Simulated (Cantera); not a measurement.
# Premixed flame

A freely propagating, adiabatic, planar premixed flame of 20.7 % H₂, 17.2 % O₂, 62.1 % N₂, unburnt at 723 K and 3080 Torr; multicomponent transport, grid criteria slope 0.08 and curve 0.16, no radiation.

Detailed kinetics in Cantera: the H2/O2 subset of GRI-Mech 3.0, which has no nitrogen chemistry. The hydrogen kinetics of GRI-Mech 3.0 are dated; newer H2 mechanisms differ, most at raised pressure. Burning velocities carry a grid error of a few per cent, more on coarse grids. Lean hydrogen flames are cellular in practice and burn faster than this planar one.

```
z (mm)   T (K)  u (m/s)     x H₂    x O₂       x O    x H₂O      x OH       x H
-------  -----  -------  -------  ------  --------  -------  --------  --------
-0.228     723     5.78    0.207   0.172     <1e-8    <1e-8     <1e-8     <1e-8
-0.152     723     5.77    0.207   0.172     <1e-8  2.03e-7     <1e-8     <1e-8
-0.114     723     5.77    0.206   0.172     <1e-8  2.21e-6     <1e-8     <1e-8
-0.0760    724     5.76    0.204   0.173   9.43e-8  5.19e-5   1.38e-8   1.40e-7
-0.0380    782     6.09    0.182   0.175   3.00e-5  0.00507  0.000104  0.000168
-0.0190   1017     7.70    0.140   0.166  0.000599   0.0347  0.000996   0.00253
0         1376     10.2   0.0781   0.135   0.00395    0.101   0.00398   0.00974
0.0190    1648     12.1   0.0339   0.101   0.00834    0.160   0.00914    0.0136
0.0380    1804     13.2   0.0174  0.0848   0.00967    0.186    0.0124    0.0117
0.0760    1959     14.2  0.00966  0.0779   0.00770    0.202    0.0137   0.00665
0.152     2078     15.0  0.00550  0.0764   0.00435    0.212    0.0120   0.00262
0.304     2152     15.5  0.00255  0.0765   0.00197    0.220   0.00884  0.000769
0.608     2188     15.7  0.00105  0.0769  0.000825    0.224   0.00598  0.000202
```
x: mole fraction of selected species; z is measured from the peak of heat release.

| Quantity | Result |
|---|---|
| laminar burning velocity | 578 cm/s |
| thermal thickness | 0.0760 mm |
| peak x(O) | 0.00967 |
| peak x(OH) | 0.0137 |
| peak x(H) | 0.0136 |
| grid points | 102 |
